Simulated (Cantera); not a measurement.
Cantera run:

```python
import numpy as np
import cantera as ct

gas_names = """
    B BH BH2 BH3 BN BO BO2 B2 B2O B2O2 B2O3 B3O3H3 H HBO HBO2 HNO HNO2 HNO3 HO2 H2 H2O H2O2 H3B3O6 N NH
    NH2 NH3 NH2OH NO NO2 NO3 N2 N2H2 N2H4 N2O O OH O2 O3
""".split()
cond_names = """
    B(b) B(L) BN(s) B2O3(L) B3O3H3(cr) H2O(s) H2O(L)
""".split()


# ... load() reads the species with a 1 bar reference pressure and builds the phases ...
atoms = {
    'borazine': {'B': 3, 'N': 3, 'H': 6},
    'O2': {'O': 2},
    'H2': {'H': 2},
}
top_T = {'BN(s)': 3200}  # K; cautious upper limits of use, not melting points


# ... equilibrate(T, P, feed) seeds the gas with the atoms and calls Mixture.equilibrate('TP', solver="vcs", rtol=1e-11, max_steps=5000) ...
results = []
feed = {'borazine': 1, 'O2': 1.1, 'H2': 1.8}  # mol
P = 10000  # Pa
for T in [898, 1048, 1198, 1348, 1498, 1648, 1798, 1948]:
    mix = equilibrate(T, P, feed)
    results.append((T, P, feed, dict(zip(mix.species_names, mix.species_moles))))
    x = sorted(zip(gas.X, gas.species_names), reverse=True)
    print(f"T = {T:g} K  P = {P:g} Pa  gas = {mix.phase_moles(0):.4g} mol")
    print("   x: " + "  ".join(f"{s} {v:.3e}" for v, s in x if v > 0.0001))
    print("   condensed (mol): " + ("  ".join(f"{mix.phase(i).name} {mix.phase_moles(i):.4g}"
          for i in range(1, mix.n_phases) if mix.phase_moles(i) > 1e-12) or "none"))
```

Result:

```
T = 898 K  P = 10000 Pa  gas = 5.529 mol
   x: H2 8.660e-01  N2 1.319e-01  H2O 2.047e-03
   condensed (mol): BN(s) 1.541  B2O3(L) 0.7295
T = 1048 K  P = 10000 Pa  gas = 5.53 mol
   x: H2 8.661e-01  N2 1.320e-01  H2O 1.948e-03
   condensed (mol): BN(s) 1.541  B2O3(L) 0.7297
T = 1198 K  P = 10000 Pa  gas = 5.53 mol
   x: H2 8.661e-01  N2 1.320e-01  H2O 1.826e-03  HBO2 1.092e-04
   condensed (mol): BN(s) 1.54  B2O3(L) 0.7296
T = 1348 K  P = 10000 Pa  gas = 5.532 mol
   x: H2 8.656e-01  N2 1.319e-01  H2O 1.704e-03  HBO2 6.999e-04
   condensed (mol): BN(s) 1.541  B2O3(L) 0.7274
T = 1498 K  P = 10000 Pa  gas = 5.541 mol
   x: H2 8.628e-01  N2 1.315e-01  HBO2 3.001e-03  H2O 1.587e-03  HBO 8.798e-04  B2O3 2.082e-04
   condensed (mol): BN(s) 1.543  B2O3(L) 0.7165
T = 1648 K  P = 10000 Pa  gas = 5.597 mol
   x: H2 8.478e-01  N2 1.302e-01  HBO2 9.582e-03  HBO 7.005e-03  B2O3 3.364e-03  H2O 1.459e-03  B2O2 2.999e-04  H 2.593e-04
   condensed (mol): BN(s) 1.542  B2O3(L) 0.6617
T = 1798 K  P = 10000 Pa  gas = 5.993 mol
   x: H2 7.686e-01  N2 1.267e-01  HBO 3.751e-02  B2O3 3.334e-02  HBO2 2.370e-02  B2O2 6.986e-03  H2O 1.236e-03  H 9.761e-04  BO 8.508e-04
   condensed (mol): BN(s) 1.481  B2O3(L) 0.3317
T = 1948 K  P = 10000 Pa  gas = 6.605 mol
   x: H2 6.725e-01  N2 1.345e-01  HBO 8.694e-02  B2O3 4.631e-02  B2O2 3.315e-02  HBO2 1.723e-02  BO 5.781e-03  H 2.930e-03  H2O 6.150e-04
   condensed (mol): BN(s) 1.224
```

Equilibrium computed with Cantera from the NASA thermochemical tables; the gas is ideal and each condensed phase is pure. The feed counts by its element totals alone. Mutual solubility and eutectic melting of coexisting phases are not modelled. The tables' values for BH2 are old estimates; treat these amounts as uncertain. Gases not in the tables: H3BO3.
